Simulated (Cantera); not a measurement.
A perfectly stirred reactor is fed with 28.6 % NH₃, 71.4 % H₂, at 100.0 Torr; it is held at 2275 K, and followed from long to short residence time.

Detailed kinetics in Cantera: the gas-phase N/H chemistry of the illustrative SiF4/NH3 mechanism in the Surface Chemkin manual (1991). Walls and surfaces, which speed up NH3 decomposition in real reactors, are not modelled.

**Question.** Predict: x(NH₃) at τ = 3.40 s; x(H₂) at τ = 3.40 s; x(N) at τ = 3.40 s; x(H) at τ = 3.40 s; x(N₂H₂) at τ = 3.40 s; x(NH₃) at τ = 54.0 ms; x(H₂) at τ = 54.0 ms; x(N) at τ = 54.0 ms; x(H) at τ = 54.0 ms; x(N₂H₂) at τ = 54.0 ms.

**Answer.** 
```
Item                      Result
----------------------  --------
x(NH₃) at τ = 3.40 s    0.000344
x(H₂) at τ = 3.40 s        0.870
x(N) at τ = 3.40 s       1.34e-5
x(H) at τ = 3.40 s        0.0195
x(N₂H₂) at τ = 3.40 s    5.91e-9
x(NH₃) at τ = 54.0 ms     0.0723
x(H₂) at τ = 54.0 ms       0.842
x(N) at τ = 54.0 ms      6.57e-6
x(H) at τ = 54.0 ms      0.00255
x(N₂H₂) at τ = 54.0 ms   1.10e-6
```
